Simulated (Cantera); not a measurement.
## BN + Cl2 (nitride etching)

Input: 1 mol BN, 1.6 mol Cl2, at 3.20 mbar.

These are equilibrium values from Cantera (NASA tables, ideal gas, pure condensed phases), not measurements of a reactor. Candidate condensed phases: B, BN; 10 gas species. The tables' values for BCl2, BCl are old estimates; treat these amounts as uncertain. Equilibrium is a limit: real reactors are often held back by kinetics, nucleation or transport.

From 1148 K to 1798 K nothing is condensed. The main B-bearing gas is BCl3 throughout.

| T (K) | log p BCl3 | log p N2 | log p Cl | log p Cl2 | log p BCl2 | log p BCl |
|---|---|---|---|---|---|---|
| 1148 | -2.70 | -3.00 | -4.44 | -3.74 | -10.67 | <-14 |
| 1198 | -2.70 | -3.00 | -4.22 | -3.77 | -10.04 | <-14 |
| 1248 | -2.71 | -3.01 | -4.03 | -3.82 | -9.46 | -14.08 |
| 1298 | -2.71 | -3.01 | -3.86 | -3.90 | -8.91 | -13.14 |
| 1348 | -2.71 | -3.01 | -3.73 | -4.00 | -8.38 | -12.23 |
| 1398 | -2.72 | -3.02 | -3.62 | -4.14 | -7.87 | -11.35 |
| 1448 | -2.72 | -3.02 | -3.55 | -4.31 | -7.38 | -10.48 |
| 1498 | -2.72 | -3.02 | -3.50 | -4.51 | -6.89 | -9.63 |
| 1548 | -2.72 | -3.02 | -3.47 | -4.74 | -6.42 | -8.81 |
| 1598 | -2.72 | -3.03 | -3.45 | -4.97 | -5.97 | -8.01 |
| 1648 | -2.73 | -3.03 | -3.44 | -5.19 | -5.55 | -7.25 |
| 1698 | -2.73 | -3.03 | -3.42 | -5.41 | -5.14 | -6.53 |
| 1748 | -2.73 | -3.03 | -3.41 | -5.60 | -4.77 | -5.87 |
| 1798 | -2.74 | -3.03 | -3.38 | -5.76 | -4.44 | -5.28 |
log p: log10 of the partial pressure in bar; nothing condenses.
